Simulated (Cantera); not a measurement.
Mixture: 8.20 % CH₃OH, 17.5 % O₂, 66.1 % N₂, 8.20 % H₂O, at 2330 Torr, adiabatic and at constant volume. Ignition delay is the time to a rise of 400 K.

Detailed kinetics in Cantera: GRI-Mech 3.0 (53 species, 325 reactions). GRI-Mech 3.0 was tuned for natural gas; its chemistry of methanol as a main component is partial and can be far from experiment.

Predict: delay at 1025 K; delay at 1225 K; delay at 1425 K; delay at 1625 K; apparent activation energy between 1525 and 1725 K.


```
Quantity                                                 Value
--------------------------------------------------  ----------
delay at 1025 K                                        0.104 s
delay at 1225 K                                        2.14 ms
delay at 1425 K                                       0.144 ms
delay at 1625 K                                        21.8 µs
apparent activation energy between 1525 and 1725 K  180 kJ/mol
```
